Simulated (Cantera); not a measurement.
What does this Cantera script print?

```python
import numpy as np
import cantera as ct

gas = ct.Solution("gri30.yaml")
gas.TPX = 1200, 101325, {'C2H6': 1, 'N2': 75}
reactor = ct.IdealGasConstPressureReactor(gas, energy="off", clone=False)
net = ct.ReactorNet([reactor])
net.rtol, net.atol = 1e-08, 1e-18
show = ['C2H6', 'CH2', 'CH4', 'H2', 'H']
times = np.geomspace(1e-06, 4, 15)

steps = ct.SolutionArray(gas, extra=["t"])
rows = []
print(f"{'t/s':>10s}{'T/K':>9s}{'P/Pa':>11s}" + "".join(f"{s:>11s}" for s in show))
for t in times:
    while net.time < t:
        t_next = net.step()
        steps.append(gas.state, t=t_next)
    rows.append([np.interp(t, steps.t, y) for y in (steps.T, steps.P, *steps(*show).X.T)])
    print(f"{t:10.3e}{rows[-1][0]:9.1f}{rows[-1][1]:11.4g}" + "".join(f"{x:11.3e}" for x in rows[-1][2:]))
rate = np.gradient(steps.T, steps.t)
print("integrator steps:", len(steps.t))
if steps.T.max() > steps.T[0] + 200:
    print(f"time of steepest temperature rise: {steps.t[rate.argmax()]:.4e} s")
gas.TPX = 1200, 101325, {'C2H6': 1, 'N2': 75}
gas.equilibrate("TP")
print(f"equilibrium (TP): T = {gas.T:.1f} K  " + "  ".join(f"{s} {gas[s].X[0]:.3e}" for s in show))
```

It prints:

```
       t/s      T/K       P/Pa       C2H6        CH2        CH4         H2          H
 1.000e-06   1200.0  1.013e+05  1.316e-02  1.958e-17  3.056e-11  4.465e-12  1.859e-11
 2.962e-06   1200.0  1.013e+05  1.316e-02  4.940e-16  2.675e-10  3.740e-11  5.590e-11
 8.773e-06   1200.0  1.013e+05  1.316e-02  1.180e-14  2.336e-09  4.784e-10  3.180e-10
 2.599e-05   1200.0  1.013e+05  1.316e-02  2.539e-13  2.024e-08  1.134e-08  2.838e-09
 7.697e-05   1200.0  1.013e+05  1.316e-02  4.503e-12  1.704e-07  2.974e-07  2.486e-08
 2.280e-04   1200.0  1.013e+05  1.315e-02  6.088e-11  1.324e-06  6.994e-06  1.851e-07
 6.752e-04   1200.0  1.013e+05  1.304e-02  4.030e-10  8.774e-06  1.036e-04  6.863e-07
 2.000e-03   1200.0  1.013e+05  1.248e-02  6.911e-10  4.539e-05  6.103e-04  9.110e-07
 5.924e-03   1200.0  1.013e+05  1.083e-02  6.411e-10  1.646e-04  2.145e-03  9.900e-07
 1.755e-02   1200.0  1.013e+05  6.794e-03  4.669e-10  5.056e-04  6.028e-03  1.151e-06
 5.197e-02   1200.0  1.013e+05  1.585e-03  1.369e-10  1.092e-03  1.190e-02  1.089e-06
 1.539e-01   1200.0  1.013e+05  1.392e-04  1.205e-11  1.352e-03  1.526e-02  4.515e-07
 4.559e-01   1200.0  1.013e+05  2.218e-05  1.808e-12  1.417e-03  1.712e-02  1.970e-07
 1.350e+00   1200.0  1.013e+05  1.226e-05  9.641e-13  1.468e-03  1.904e-02  1.569e-07
 4.000e+00   1200.0  1.013e+05  7.859e-06  6.216e-13  1.547e-03  2.059e-02  1.325e-07
integrator steps: 1148
equilibrium (TP): T = 1200.0 K  C2H6 1.175e-06  CH2 1.098e-13  CH4 5.177e-03  H2 1.758e-02  H 2.617e-08
```

Model: GRI-Mech 3.0 (53 species, 325 reactions), integrated in Cantera. GRI-Mech 3.0 stops at C3 and has no aromatics, soot or wall deposition, so with more carbon than oxygen in the feed, carbon stays in small species such as C2H2 where larger ones or solid carbon would form.
